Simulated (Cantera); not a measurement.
A perfectly stirred reactor is fed with NO : N2 = 1 : 13 (molar parts), at 13000 Pa; it is held at 1798 K, and followed from long to short residence time.

Cantera simulation using GRI-Mech 3.0 (53 species, 325 reactions); the numbers are that mechanism's predictions, not measurements.

### Question
What does this change do: pressure from 13000 Pa to 101000 Pa?

### Answer
```json
[
 {"quantity": "x(NO) at τ = 1.80 s", "before": "0.0707", "after": "0.0669"},
 {"quantity": "x(O) at τ = 1.80 s", "before": "1.20e-5", "after": "6.66e-6"},
 {"quantity": "x(N2O) at τ = 1.80 s", "before": "2.02e-6", "after": "1.93e-6"},
 {"quantity": "x(N2) at τ = 1.80 s", "before": "0.929", "after": "0.931"},
 {"quantity": "x(NO2) at τ = 1.80 s", "before": "4.61e-6", "after": "2.02e-5"},
 {"quantity": "x(NO) at τ = 46.0 ms", "before": "0.0714", "after": "0.0713"},
 {"quantity": "x(O) at τ = 46.0 ms", "before": "5.80e-6", "after": "3.43e-6"},
 {"quantity": "x(N2O) at τ = 46.0 ms", "before": "1.60e-6", "after": "2.10e-6"},
 {"quantity": "x(N2) at τ = 46.0 ms", "before": "0.929", "after": "0.929"},
 {"quantity": "x(NO2) at τ = 46.0 ms", "before": "2.19e-6", "after": "1.09e-5"}
]
```

### Question
What does this change do: temperature 1798 to 1950 K?

### Answer
```json
[
 {"quantity": "x(NO) at τ = 1.80 s", "before": "0.0707", "after": "0.0671"},
 {"quantity": "x(O) at τ = 1.80 s", "before": "1.20e-5", "after": "7.29e-5"},
 {"quantity": "x(N2O) at τ = 1.80 s", "before": "2.02e-6", "after": "1.99e-6"},
 {"quantity": "x(N2) at τ = 1.80 s", "before": "0.929", "after": "0.931"},
 {"quantity": "x(NO2) at τ = 1.80 s", "before": "4.61e-6", "after": "5.41e-6"},
 {"quantity": "x(NO) at τ = 46.0 ms", "before": "0.0714", "after": "0.0713"},
 {"quantity": "x(O) at τ = 46.0 ms", "before": "5.80e-6", "after": "2.72e-5"},
 {"quantity": "x(N2O) at τ = 46.0 ms", "before": "1.60e-6", "after": "2.10e-6"},
 {"quantity": "x(N2) at τ = 46.0 ms", "before": "0.929", "after": "0.929"},
 {"quantity": "x(NO2) at τ = 46.0 ms", "before": "2.19e-6", "after": "2.11e-6"}
]
```
